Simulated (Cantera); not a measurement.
An adiabatic, constant-pressure homogeneous reactor starts with H₂ : O₂ : N₂ = 1 : 0.455 : 1.71 (molar parts), equivalence ratio 1.1, at 1350 K and 0.266 atm. Integrator tolerance rtol = 1e-08.

Detailed kinetics in Cantera: the H2/O2 subset of GRI-Mech 3.0, which has no nitrogen chemistry.

Question: What does this change do: pressure from 0.266 atm to 1.00 atm?

Answer: 
```json
[
 {"quantity": "time of steepest temperature rise", "before": "82.3 µs", "after": "22.3 µs"},
 {"quantity": "temperature at 7.00 s", "before": "2714 K", "after": "2829 K"},
 {"quantity": "equilibrium temperature", "before": "2714 K", "after": "2829 K"},
 {"quantity": "x(H₂) at 7.00 s", "before": "0.0663 (gas-phase equilibrium 0.0663)", "after": "0.0623 (gas-phase equilibrium 0.0623)"},
 {"quantity": "x(O₂) at 7.00 s", "before": "0.0132 (gas-phase equilibrium 0.0132)", "after": "0.0108 (gas-phase equilibrium 0.0108)"},
 {"quantity": "x(H) at 7.00 s", "before": "0.0299 (gas-phase equilibrium 0.0299)", "after": "0.0226 (gas-phase equilibrium 0.0226)"},
 {"quantity": "x(O) at 7.00 s", "before": "0.00851 (gas-phase equilibrium 0.00851)", "after": "0.00631 (gas-phase equilibrium 0.00631)"},
 {"quantity": "x(HO₂) at 7.00 s", "before": "3.44e-6 (gas-phase equilibrium 3.44e-6)", "after": "5.38e-6 (gas-phase equilibrium 5.38e-6)"},
 {"quantity": "x(OH) at 7.00 s", "before": "0.0297 (gas-phase equilibrium 0.0297)", "after": "0.0278 (gas-phase equilibrium 0.0278)"},
 {"quantity": "x(H₂O) at 7.00 s", "before": "0.254 (gas-phase equilibrium 0.254)", "after": "0.266 (gas-phase equilibrium 0.266)"}
]
```

Question: What does this change do: 0.23 parts H2O added?

Answer: 
```
quantity                                                            before                                    after
---------------------------------  ---------------------------------------  ---------------------------------------
time of steepest temperature rise                                  82.3 µs                                  88.8 µs
temperature at 7.00 s                                               2714 K                                   2644 K
equilibrium temperature                                             2714 K                                   2644 K
x(H₂) at 7.00 s                      0.0663 (gas-phase equilibrium 0.0663)    0.0626 (gas-phase equilibrium 0.0626)
x(O₂) at 7.00 s                      0.0132 (gas-phase equilibrium 0.0132)    0.0124 (gas-phase equilibrium 0.0124)
x(H) at 7.00 s                       0.0299 (gas-phase equilibrium 0.0299)    0.0222 (gas-phase equilibrium 0.0222)
x(O) at 7.00 s                     0.00851 (gas-phase equilibrium 0.00851)  0.00612 (gas-phase equilibrium 0.00612)
x(HO₂) at 7.00 s                   3.44e-6 (gas-phase equilibrium 3.44e-6)  3.12e-6 (gas-phase equilibrium 3.12e-6)
x(OH) at 7.00 s                      0.0297 (gas-phase equilibrium 0.0297)    0.0269 (gas-phase equilibrium 0.0269)
x(H₂O) at 7.00 s                       0.254 (gas-phase equilibrium 0.254)      0.313 (gas-phase equilibrium 0.313)
```
